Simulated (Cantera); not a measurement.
A perfectly stirred reactor is fed with C₃H₈ : O₂ : N₂ = 1 : 7.58 : 28.5 (molar parts), equivalence ratio 0.66, at 2.66 atm; it is adiabatic with a 473 K inlet, and is followed from long to short residence time, starting on the burning branch (τ in s: 0.4, 0.16, 0.061, 0.024, 0.0093, 0.0036, 0.0014, 0.00055, 0.00021, 8.3e-05).

Cantera simulation using GRI-Mech 3.0 (53 species, 325 reactions); the numbers are that mechanism's predictions, not measurements. GRI-Mech 3.0 was tuned for natural gas; its chemistry of propane as a main component is partial and can be far from experiment.

Q: What does this change do: 0.76 parts H2O added?

A: 
```csv
quantity,before,after
"blow-out, bracketed by the residence times tried","burning at 83.0 µs, the shortest tried","burning at 83.0 µs, the shortest tried"
x(C₃H₈) at τ = 0.400 s,7.92e-8,8.98e-8
x(O₂) at τ = 0.400 s,0.0674,0.0662
x(NO) at τ = 0.400 s,0.000298,0.000182
x(C₂H) at τ = 0.400 s,5.02e-10,5.01e-10
x(N₂O) at τ = 0.400 s,3.74e-7,3.39e-7
x(C₃H₈) at τ = 3.60 ms,4.04e-6,4.51e-6
x(O₂) at τ = 3.60 ms,0.0681,0.0668
x(NO) at τ = 3.60 ms,3.59e-5,2.53e-5
x(C₂H) at τ = 3.60 ms,1.49e-8,1.50e-8
x(N₂O) at τ = 3.60 ms,1.21e-6,1.17e-6
```

Q: What does this change do: 0.18 parts H2 added?

A: 
| quantity | before | after |
|---|---|---|
| blow-out, bracketed by the residence times tried | burning at 83.0 µs, the shortest tried | burning at 83.0 µs, the shortest tried |
| x(C₃H₈) at τ = 0.400 s | 7.92e-8 | 6.84e-8 |
| x(O₂) at τ = 0.400 s | 0.0674 | 0.0648 |
| x(NO) at τ = 0.400 s | 0.000298 | 0.000406 |
| x(C₂H) at τ = 0.400 s | 5.02e-10 | 5.17e-10 |
| x(N₂O) at τ = 0.400 s | 3.74e-7 | 3.81e-7 |
| x(C₃H₈) at τ = 3.60 ms | 4.04e-6 | 3.67e-6 |
| x(O₂) at τ = 3.60 ms | 0.0681 | 0.0656 |
| x(NO) at τ = 3.60 ms | 3.59e-5 | 4.28e-5 |
| x(C₂H) at τ = 3.60 ms | 1.49e-8 | 1.63e-8 |
| x(N₂O) at τ = 3.60 ms | 1.21e-6 | 1.15e-6 |
